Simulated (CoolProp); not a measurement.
Sulfur dioxide along the isotherm 251.85 °C: fugacity coefficient from the reference equation and from simpler models built on Tc = 157.5 °C, pc = 7.887 MPa, ω = 0.256; each cubic takes its own stable root.

Model: reference Helmholtz-energy equation of state, Gao 2016, in CoolProp.

| p (MPa) | phase | reference |
|---|---|---|
| 0.739 | gas | 0.9842 |
| 1.48 | gas | 0.9684 |
| 2.22 | gas | 0.9528 |
| 2.96 | gas | 0.9374 |
| 3.7 | gas | 0.9222 |
| 4.44 | gas | 0.9071 |
| 5.18 | gas | 0.8921 |
| 5.91 | gas | 0.8775 |
| 6.65 | gas | 0.8629 |
| 7.39 | gas | 0.8485 |
| 8.13 | supercritical | 0.8342 |
| 8.87 | supercritical | 0.8201 |
| 9.61 | supercritical | 0.8062 |
| 10.4 | supercritical | 0.7916 |
| 11.1 | supercritical | 0.7789 |
| 11.8 | supercritical | 0.7663 |

Q: How far does each simpler model (van der Waals, Redlich-Kwong, Soave-Redlich-Kwong, Peng-Robinson) lie from the reference over these 16 states: mean and median of the absolute difference, and the worst?

A: 
- van der Waals: mean 1.5 %, median 1.3 %, worst -3.7 % at 251.85 °C and 11.8 MPa
- Redlich-Kwong: mean 1.6 %, median 1.6 %, worst -3.0 % at 251.85 °C and 11.8 MPa
- Soave-Redlich-Kwong: mean 0.5 %, median 0.5 %, worst +1.3 % at 251.85 °C and 11.8 MPa
- Peng-Robinson: mean 1.7 %, median 1.8 %, worst -2.7 % at 251.85 °C and 11.8 MPa
